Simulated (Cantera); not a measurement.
Charge: 1 mol SiH₄, 0.077 mol Cl₂, 20 mol N₂, held at 1323 K and 1330 Pa.

Method: chemical equilibrium by Gibbs-energy minimisation in Cantera with the NASA 1993 tables (ideal gas, pure condensed phases). Candidate condensed phases: NH₄Cl, Si, Si₃N₄; 28 gas species. N₂ is the only nitrogen source here; it is nearly inert below about 1500 K, so the nitride shown seldom forms there in practice. The numbers say what is thermodynamically allowed, not how fast it happens.

Base state: N₂ 0.903, H₂ 0.0898, HCl 0.00719 (mole fractions); condensed: Si₃N₄(s).

Problem. What changes in the equilibrium state with this change: Cl₂ from 0.077 to 0.53 mol?

Solution. 
| species | before | after |
|---|---|---|
| N₂ | 0.903 | 0.884 |
| H₂ | 0.0898 | 0.0675 |
| HCl | 0.00719 | 0.0479 |
| SiCl₂ | 2.80e-6 | 0.000168 |
| SiCl₄ | 9.76e-9 | 3.46e-5 |
| SiCl₃ | 7.06e-8 | 3.25e-5 |
| Si₃N₄(s), mol | 0.333 | 0.332 |
The tables' values for SiCl₃ are old estimates; treat these amounts as uncertain.
